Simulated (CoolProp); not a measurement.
The numbers come from the reference Helmholtz-energy equation of state, Akasaka 2015 in CoolProp.

### Question
For R245fa, give the phase and the density (kg/m³), viscosity (µPa s), Prandtl number, fugacity coefficient at 54.85 °C and 0.247 MPa; -55.55 °C and 18.3 MPa; 119.35 °C and 0.743 MPa.

### Answer
- 54.85 °C and 0.247 MPa: gas; density 13.0, viscosity 13.1, Prandtl number 0.685, fugacity coefficient 0.940
- -55.55 °C and 18.3 MPa: liquid; density 1560, viscosity 1500, Prandtl number 14.1, fugacity coefficient 0.000247
- 119.35 °C and 0.743 MPa: gas; density 34.0, viscosity 15.7, Prandtl number 0.705, fugacity coefficient 0.908

Viscosity comes from a separate model (Bell 2016), an estimate that may be off by 10 % or more. Thermal conductivity comes from a separate model (Huber 2003), an estimate that may be off by 10 % or more.
